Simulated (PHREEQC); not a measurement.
Solution (25 °C): 1.6 mmol/kgw MnSO4, 0.032 mmol/kgw H3BO3 and 15 mmol/kgw KBr. Closed to the air; pH follows from the charge balance.

Model: ion-association model, wateq4f.dat, run in PHREEQC.

Each row changes one thing in this solution. Precipitation was switched off in this run.

```tsv
case	pH	ionic strength (mol/kgw)	SO4-2 (mol/kgw)	H2BO3- (mol/kgw)	HSO4- (mol/kgw)
as made	6.66	0.0207	0.00139	9.77e-8	1.98e-8
MnSO4 from 0.0016 to 0.008 mol/kgw	6.53	0.0397	0.00602	7.60e-8	1.03e-7
MnSO4 from 0.0016 to 0.00144 mol/kgw	6.67	[?]	0.00126	9.91e-8	1.77e-8
KBr left out	6.65	[?]	0.00141	8.90e-8	2.43e-8
H3BO3 from 3.2e-05 to 0.00016 mol/kgw	6.46	0.0207	0.00139	3.11e-7	3.10e-8
H3BO3 from 3.2e-05 to 0.00032 mol/kgw	[?]	0.0207	0.00139	4.72e-7	4.09e-8
MnSO4 replaced by (NH4)2SO4 at the same molality	[?]	[?]	0.00147	1.87e-8	1.10e-7
```

Complete the blanks.


- MnSO4 from 0.0016 to 0.00144 mol/kgw, ionic strength (mol/kgw): 0.0202
- KBr left out, ionic strength (mol/kgw): 0.00564
- H3BO3 from 3.2e-05 to 0.00032 mol/kgw, pH: 6.34
- MnSO4 replaced by (NH4)2SO4 at the same molality, pH: 5.94
- MnSO4 replaced by (NH4)2SO4 at the same molality, ionic strength (mol/kgw): 0.0196

Species that the database lacks are ignored.
